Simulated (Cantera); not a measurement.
Mixture: CH4 : O2 : N2 : CO2 = 1 : 4.88 : 17.1 : 0.6 (molar parts), at 3750 Torr, adiabatic and at constant pressure. Ignition delay is the time to a rise of 400 K.

Computed with Cantera and GRI-Mech 3.0 (53 species, 325 reactions).

### Question
What does this change do: CH4 1 to 2.7 parts?

### Answer
| quantity | before | after |
|---|---|---|
| delay at 1273 K | 2.59 ms | 4.13 ms |
| delay at 1473 K | 0.308 ms | 0.451 ms |
| delay at 1673 K | 59.6 µs | 71.9 µs |
| delay at 1873 K | 17.3 µs | 17.4 µs |
| delay at 2073 K | 7.05 µs | 6.03 µs |
| apparent activation energy between 1873 and 2073 K | 150 kJ/mol | 170 kJ/mol |
